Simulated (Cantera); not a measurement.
Input: 1 mol Si, 4.3 mol CO₂, 1.4 mol H₂, held at 925 K and 100000 Pa.

Equilibrium computed with Cantera from the NASA thermochemical tables; the gas is ideal and each condensed phase is pure. Candidate condensed phases: C, C₆H₆, C₇H₈, C₈H₁₈, H₂O, Si, SiC, SiO₂; 123 gas species. Kinetics and transport are ignored.

Base state: CO₂ 0.388, CO 0.359, H₂ 0.161, H₂O 0.0860, CH₄ 0.00589 (mole fractions); condensed: C(graphite) + SiO₂(β-quartz).

Task: What changes in the equilibrium state with this change: pressure from 100000 Pa to 22000 Pa?

Result: 
```tsv
species	before	after
CO	0.359	0.420
CO₂	0.388	0.335
H₂	0.161	0.175
H₂O	0.0860	0.0693
CH₄	0.00589	0.000534
C(graphite), mol	0.230	0
SiO₂(β-quartz), mol	1.00	1.00
```

Task: What changes in the equilibrium state with this change: CO₂ from 4.3 to 1.1 mol?

Result: 
```tsv
species	before	after
H₂	0.161	0.738
CH₄	0.00589	0.123
H₂O	0.0860	0.0669
CO₂	0.388	0.0112
CO	0.359	0.0610
C(graphite), mol	0.230	0.840
SiO₂(β-quartz), mol	1.00	1.00
```
